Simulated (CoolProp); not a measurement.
R404A along the isobar 3.23 MPa: Z from the reference equation and from simpler models built on Tc = 345.3 K, pc = 3.735 MPa, ω = 0.293; each cubic takes its own stable root.

The numbers come from the reference Helmholtz-energy equation of state, Lemmon 2003 in CoolProp. It is a pseudo-pure fit of the blend.

```json
[
 {"T (K)": "278.6", "phase": "liquid", "reference": "0.1188", "Redlich-Kwong": "0.1441", "Soave-Redlich-Kwong": "0.1373", "Peng-Robinson": "0.1213"},
 {"T (K)": "288", "phase": "liquid", "reference": "0.1188", "Redlich-Kwong": "?", "Soave-Redlich-Kwong": "0.1382", "Peng-Robinson": "?"},
 {"T (K)": "297.4", "phase": "liquid", "reference": "0.1193", "Redlich-Kwong": "0.1475", "Soave-Redlich-Kwong": "?", "Peng-Robinson": "?"},
 {"T (K)": "306.8", "phase": "liquid", "reference": "0.1207", "Redlich-Kwong": "0.1513", "Soave-Redlich-Kwong": "?", "Peng-Robinson": "?"},
 {"T (K)": "316.2", "phase": "liquid", "reference": "0.1234", "Redlich-Kwong": "?", "Soave-Redlich-Kwong": "0.1494", "Peng-Robinson": "0.1323"},
 {"T (K)": "353.7", "phase": "gas", "reference": "0.6272", "Redlich-Kwong": "?", "Soave-Redlich-Kwong": "0.6509", "Peng-Robinson": "0.6239"},
 {"T (K)": "363.1", "phase": "gas", "reference": "0.6792", "Redlich-Kwong": "0.6851", "Soave-Redlich-Kwong": "0.7002", "Peng-Robinson": "0.6737"}
]
```

Problem. Complete the blanks.

Solution. 
- 288, Redlich-Kwong: 0.1453
- 288, Peng-Robinson: 0.1221
- 297.4, Soave-Redlich-Kwong: 0.1402
- 297.4, Peng-Robinson: 0.1239
- 306.8, Soave-Redlich-Kwong: 0.1436
- 306.8, Peng-Robinson: 0.1270
- 316.2, Redlich-Kwong: 0.1573
- 353.7, Redlich-Kwong: 0.6418
